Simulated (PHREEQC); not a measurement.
Dissolve 0.075 mol ZnCl2, 3.9e-05 mol NaOH and 0.00025 mol FeSO4 per kg of water at 25 °C. Closed to the air; pH follows from the charge balance.

Model: ion-association model, wateq4f.dat, run in PHREEQC.

The ionic strength comes out as 0.207 mol/kgw. What activity coefficients do FeCl+, ZnCl3-, Zn+2, ZnOH+, ZnCl4-2 get?

FeCl+ 0.74, ZnCl3- 0.72, Zn+2 0.32, ZnOH+ 0.74, ZnCl4-2 0.29.

No solid was allowed to form. Complexes and solids missing from the database can't appear.
